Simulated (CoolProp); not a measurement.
The numbers come from the reference Helmholtz-energy equation of state, Platzer 1990 in CoolProp. This equation is an older, rougher fit; its heat capacities, sound speeds and derivatives of the liquid may be far off and weren't checked against measurements.

### Question
Give the vapour pressure (MPa), vapour density (kg/m³), enthalpy of vaporisation (kJ/kg), surface tension (mN/m) of saturated c-C4F8 (RC318) at 301.8, 305.8, 314 K.

### Answer
```json
[
 {"T (K)": "301.8", "p (MPa)": "0.351", "vapour density (kg/m³)": "31.4", "enthalpy of vaporisation (kJ/kg)": "103", "surface tension (mN/m)": "7.77"},
 {"T (K)": "305.8", "p (MPa)": "0.396", "vapour density (kg/m³)": "35.4", "enthalpy of vaporisation (kJ/kg)": "101", "surface tension (mN/m)": "7.32"},
 {"T (K)": "314", "p (MPa)": "0.504", "vapour density (kg/m³)": "45.0", "enthalpy of vaporisation (kJ/kg)": "96.7", "surface tension (mN/m)": "6.42"}
]
```

Surface tension comes from a separate correlation (Mulero 2012).
